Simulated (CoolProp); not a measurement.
Vapour-liquid equilibrium of R22 (1) + methanol (2) at 221 kPa; x and y are mole fractions of (1).

Computed with CoolProp (multi-fluid Helmholtz-energy mixture model, Kamei 1995 and de Reuck 1993; pair parameters Bell 2016).

```json
[
 {"x": "0.05", "bubble temperature (°C)": "(withheld)", "y at the bubble point": "0.705", "dew temperature at overall composition x (°C)": "84.2", "liquid density (mol/L)": "23.05"},
 {"x": "0.125", "bubble temperature (°C)": "25.9", "y at the bubble point": "0.924", "dew temperature at overall composition x (°C)": "81.8", "liquid density (mol/L)": "22.99"},
 {"x": "0.2", "bubble temperature (°C)": "11.8", "y at the bubble point": "0.967", "dew temperature at overall composition x (°C)": "79.3", "liquid density (mol/L)": "22.54"},
 {"x": "0.275", "bubble temperature (°C)": "3.4", "y at the bubble point": "0.981", "dew temperature at overall composition x (°C)": "76.6", "liquid density (mol/L)": "(withheld)"},
 {"x": "0.35", "bubble temperature (°C)": "-2.3", "y at the bubble point": "0.987", "dew temperature at overall composition x (°C)": "73.7", "liquid density (mol/L)": "21.32"},
 {"x": "0.425", "bubble temperature (°C)": "(withheld)", "y at the bubble point": "0.991", "dew temperature at overall composition x (°C)": "70.4", "liquid density (mol/L)": "20.65"},
 {"x": "0.5", "bubble temperature (°C)": "-9.5", "y at the bubble point": "0.993", "dew temperature at overall composition x (°C)": "66.8", "liquid density (mol/L)": "19.99"},
 {"x": "0.575", "bubble temperature (°C)": "-12.0", "y at the bubble point": "0.995", "dew temperature at overall composition x (°C)": "(withheld)", "liquid density (mol/L)": "19.32"},
 {"x": "0.65", "bubble temperature (°C)": "-14.2", "y at the bubble point": "0.996", "dew temperature at overall composition x (°C)": "58.1", "liquid density (mol/L)": "18.66"},
 {"x": "0.725", "bubble temperature (°C)": "-16.0", "y at the bubble point": "0.997", "dew temperature at overall composition x (°C)": "52.4", "liquid density (mol/L)": "18.01"},
 {"x": "0.8", "bubble temperature (°C)": "-17.8", "y at the bubble point": "0.998", "dew temperature at overall composition x (°C)": "45.3", "liquid density (mol/L)": "17.36"},
 {"x": "0.875", "bubble temperature (°C)": "-19.6", "y at the bubble point": "0.998", "dew temperature at overall composition x (°C)": "(withheld)", "liquid density (mol/L)": "16.72"},
 {"x": "0.95", "bubble temperature (°C)": "(withheld)", "y at the bubble point": "0.999", "dew temperature at overall composition x (°C)": "18.4", "liquid density (mol/L)": "16.09"}
]
```

### Question
Fill in the missing entries.

### Answer

- 0.05, bubble temperature (°C): 54.0
- 0.275, liquid density (mol/L): 21.95
- 0.425, bubble temperature (°C): -6.4
- 0.575, dew temperature at overall composition x (°C): 62.8
- 0.875, dew temperature at overall composition x (°C): 35.5
- 0.95, bubble temperature (°C): -21.4

No azeotrope shows between x = 0.05 and 0.95.

The pair parameters rest on a limited set of measurements; away from them the model extrapolates.
